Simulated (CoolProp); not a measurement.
Vapour-liquid equilibrium of ethanol (1) + n-octane (2) at 416 kPa; x and y are mole fractions of (1).

Values from CoolProp's multi-fluid Helmholtz-energy mixture model, Schroeder 2014 and Beckmüller 2019; pair parameters Bell 2016.

| x | bubble temperature, mixture model (K) | bubble temperature, Raoult's law (K) | y, mixture model | y, Raoult's law |
|---|---|---|---|---|
| 0.05 | 432.6 | 449.2 | 0.419 | 0.218 |
| 0.15 | 410.4 | 435.6 | 0.674 | 0.480 |
| 0.25 | 402.6 | 425.9 | 0.745 | 0.633 |
| 0.35 | 399.3 | 418.5 | 0.776 | 0.734 |
| 0.45 | 397.5 | 412.6 | 0.795 | 0.806 |
| 0.55 | 396.2 | 407.7 | 0.810 | 0.861 |
| 0.65 | 395.1 | 403.4 | 0.829 | 0.903 |
| 0.75 | 394.1 | 399.8 | 0.855 | 0.937 |
| 0.85 | 393.1 | 396.5 | 0.894 | 0.966 |
| 0.95 | 392.4 | 393.6 | 0.957 | 0.989 |

The largest gap from Raoult's law is -25.2 K in bubble temperature, at x = 0.15. No azeotrope shows between x = 0.05 and 0.95.

The pair parameters rest on a limited set of measurements; away from them the model extrapolates. With so large a gap from Raoult's law the liquid may split in two, which this calculation doesn't test in full.
